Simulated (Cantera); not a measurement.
**MgO + CH₄ + CO (carbothermic reduction)**

A closed system holds: 1 mol MgO, 0.31 mol CH₄, 1.8 mol CO, at 0.100 bar.

Equilibrium computed with Cantera from the NASA thermochemical tables; the gas is ideal and each condensed phase is pure. Candidate condensed phases: C, C₆H₆, C₇H₈, C₈H₁₈, H₂O, Mg, MgCO₃, MgO, Mg(OH)₂; 116 gas species. The tables' values for MgH are old estimates; treat these amounts as uncertain. Equilibrium is a limit: real reactors are often held back by kinetics, nucleation or transport.

```json
[
 {"T (K)": "1373", "x CO": "0.744", "x H₂": "0.256", "x Mg": "7.88e-7", "x CO₂": "0.000126", "x H₂O": "8.92e-5", "x H": "5.33e-6", "x OH": "3.31e-11", "n C(graphite)": "0.310", "n MgO(s)": "1.000"},
 {"T (K)": "1473", "x CO": "0.744", "x H₂": "0.256", "x Mg": "3.16e-5", "x CO₂": "4.68e-5", "x H₂O": "3.99e-5", "x H": "2.02e-5", "x OH": "8.21e-11", "n C(graphite)": "0.310", "n MgO(s)": "1.000"},
 {"T (K)": "1573", "x CO": "0.743", "x H₂": "0.256", "x Mg": "0.000785", "x CO₂": "1.99e-5", "x H₂O": "1.98e-5", "x H": "6.50e-5", "x OH": "1.81e-10", "n C(graphite)": "0.308", "n MgO(s)": "0.998"},
 {"T (K)": "1673", "x CO": "0.737", "x H₂": "0.249", "x Mg": "0.0132", "x CO₂": "9.24e-6", "x H₂O": "1.03e-5", "x H": "0.000180", "x OH": "3.59e-10", "n C(graphite)": "0.277", "n MgO(s)": "0.967"},
 {"T (K)": "1773", "x CO": "0.694", "x H₂": "0.204", "x Mg": "0.102", "x CO₂": "7.07e-6", "x H₂O": "7.70e-6", "x H": "0.000406", "x OH": "9.52e-10", "n C(graphite)": "0", "n MgO(s)": "0.690"},
 {"T (K)": "1873", "x CO": "0.694", "x H₂": "0.203", "x Mg": "0.102", "x CO₂": "3.62e-5", "x H₂O": "4.35e-5", "x H": "0.000920", "x OH": "1.53e-8", "n C(graphite)": "0", "n MgO(s)": "0.690"},
 {"T (K)": "1973", "x CO": "0.693", "x H₂": "0.202", "x Mg": "0.102", "x CO₂": "0.000156", "x H₂O": "0.000204", "x H": "0.00192", "x OH": "1.84e-7", "n C(graphite)": "0", "n MgO(s)": "0.689"},
 {"T (K)": "2073", "x CO": "0.691", "x H₂": "0.200", "x Mg": "0.103", "x CO₂": "0.000577", "x H₂O": "0.000810", "x H": "0.00372", "x OH": "1.71e-6", "n C(graphite)": "0", "n MgO(s)": "0.686"},
 {"T (K)": "2173", "x CO": "0.687", "x H₂": "0.196", "x Mg": "0.106", "x CO₂": "0.00184", "x H₂O": "0.00273", "x H": "0.00676", "x OH": "1.26e-5", "n C(graphite)": "0", "n MgO(s)": "0.676"},
 {"T (K)": "2273", "x CO": "0.676", "x H₂": "0.186", "x Mg": "0.113", "x CO₂": "0.00504", "x H₂O": "0.00767", "x H": "0.0115", "x OH": "7.33e-5", "n C(graphite)": "0", "n MgO(s)": "0.649"},
 {"T (K)": "2373", "x CO": "0.655", "x H₂": "0.169", "x Mg": "0.127", "x CO₂": "0.0117", "x H₂O": "0.0175", "x H": "0.0181", "x OH": "0.000335", "n C(graphite)": "0", "n MgO(s)": "0.594"},
 {"T (K)": "2473", "x CO": "0.621", "x H₂": "0.142", "x Mg": "0.151", "x CO₂": "0.0231", "x H₂O": "0.0324", "x H": "0.0266", "x OH": "0.00122", "n C(graphite)": "0", "n MgO(s)": "0.498"},
 {"T (K)": "2573", "x CO": "0.572", "x H₂": "0.109", "x Mg": "0.184", "x CO₂": "0.0404", "x H₂O": "0.0494", "x H": "0.0359", "x OH": "0.00365", "n C(graphite)": "0", "n MgO(s)": "0.351"},
 {"T (K)": "2673", "x CO": "0.506", "x H₂": "0.0753", "x Mg": "0.225", "x CO₂": "0.0634", "x H₂O": "0.0628", "x H": "0.0445", "x OH": "0.00925", "n C(graphite)": "0", "n MgO(s)": "0.135"}
]
```
x: gas mole fraction; n: condensed amount in mol.

From 1373 K to 1673 K the condensed part is C(graphite) + MgO(s). From 1773 K to 2673 K the condensed part is MgO(s). The main Mg-bearing gas is Mg throughout.
